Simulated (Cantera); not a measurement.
A freely propagating, adiabatic, planar premixed flame of CH₄ : O₂ : N₂ = 1 : 1.67 : 4.5 (molar parts), unburnt at 675 K and 1.10 bar; mixture-averaged transport, grid criteria slope 0.08 and curve 0.16, no radiation.

Detailed kinetics in Cantera: GRI-Mech 3.0 (53 species, 325 reactions). Burning velocities carry a grid error of a few per cent, more on coarse grids.

Problem. Predict: laminar burning velocity; thermal thickness; peak x(CH₂); peak x(H₂).

Solution. 
* **laminar burning velocity**: 226 cm/s
* **thermal thickness**: 0.220 mm
* **peak x(CH₂)**: 0.000196
* **peak x(H₂)**: 0.0509
